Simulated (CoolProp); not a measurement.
Aqueous magnesium chloride as a coolant, 15 % by mass, freezing at -16.8 °C, 1 atm.

Model: Melinder's fits for secondary coolants, in CoolProp.

```
T (°C)  conductivity (W/(m K))  viscosity (mPa s)  density (kg/m³)  cp (kJ/(kg K))
------  ----------------------  -----------------  ---------------  --------------
-12.2                    0.506                [?]             1137             [?]
-4.2                       [?]               4.20              [?]             [?]
3.8                      0.534                [?]             1134           3.307
11.9                     0.548               2.51             1131           3.326
19.9                     0.562               1.98             1128             [?]
27.9                     0.576               1.56              [?]           3.363
36                       0.589               1.23             1121           3.382
```

Q: Fill in the missing entries.

A: 
- -12.2, viscosity (mPa s): 5.62
- -12.2, cp (kJ/(kg K)): 3.267
- -4.2, conductivity (W/(m K)): 0.520
- -4.2, density (kg/m³): 1135
- -4.2, cp (kJ/(kg K)): 3.288
- 3.8, viscosity (mPa s): 3.22
- 19.9, cp (kJ/(kg K)): 3.345
- 27.9, density (kg/m³): 1125
